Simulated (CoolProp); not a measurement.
A single-stage vapour-compression cycle with R143a: evaporating at 198.15 K (dew point), condensing at 244.15 K (bubble point), superheat 8 K, subcooling 2 K, compressor efficiency 0.85, no pressure losses. Each further row changes one setting.

Computed with CoolProp (reference Helmholtz-energy equation of state, Lemmon and Jacobsen 2000).

| case | cooling COP | pressure ratio | discharge temperature (K) | refrigerating effect (kJ/kg) | volumetric capacity (kJ/m³) |
|---|---|---|---|---|---|
| as stated | 3.05 | 10.2 | 287.1 | 193 | 210 |
| evaporating temperature 203.15 K | 3.59 | 7.48 | 281.6 | 196 | 287 |
| condensing temperature 239.15 K | 3.50 | [?] | 279.7 | 200 | 218 |
| subcooling 7 K | [?] | 10.2 | 287.1 | 200 | 218 |
| superheat 18 K | 3.03 | 10.2 | 298.2 | 201 | 208 |
| compressor efficiency 0.75 | [?] | 10.2 | [?] | 193 | 210 |

Question: Fill in the missing entries.

Answer: 
- condensing temperature 239.15 K, pressure ratio: 8.33
- subcooling 7 K, cooling COP: 3.16
- compressor efficiency 0.75, cooling COP: 2.69
- compressor efficiency 0.75, discharge temperature (K): 295.9
